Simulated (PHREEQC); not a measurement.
## Hard or scaling water: an equilibrium model

A solution holds 2.8 mmol/kgw CaCl2, 0.47 mmol/kgw Na2SO4 and 90 mmol/kgw KCl, at 20 °C. Closed to the air; pH follows from the charge balance.

Model: ion-association model, phreeqc.dat, run in PHREEQC.

This is a speciation only: nothing precipitates in the calculation.

Task: What specific conductance, density does the model give?

Result: specific conductance 10600 µS/cm; density 1.003 g/cm³.

Task: In which forms is S present?

Result: SO4-2 78 %, KSO4- 16 %, CaSO4 5.4 % of the S.
